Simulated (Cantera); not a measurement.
Input: 1 mol Al, 1.1 mol Br2, 0.16 mol N2, equilibrated at 0.690 bar.

Equilibrium computed with Cantera from the NASA thermochemical tables; the gas is ideal and each condensed phase is pure. Candidate condensed phases: Al, AlBr3, AlN, Br2; 10 gas species. The numbers say what is thermodynamically allowed, not how fast it happens. All values below are at 1175 K.

Base state: AlBr3 0.961, N2 0.0352, Al2Br6 0.00402, Br 2.07e-5 (mole fractions); condensed: AlN(s).

Task: What changes in the equilibrium state with this change: N2 from 0.16 to 6.7 mol?

Result: 
```csv
species,before,after
N2,0.0352,0.900
AlBr3,0.961,0.100
Al2Br6,0.00402,4.38e-5
Br,2.07e-5,1.67e-5
"AlN(s), mol",0.267,0.267
```
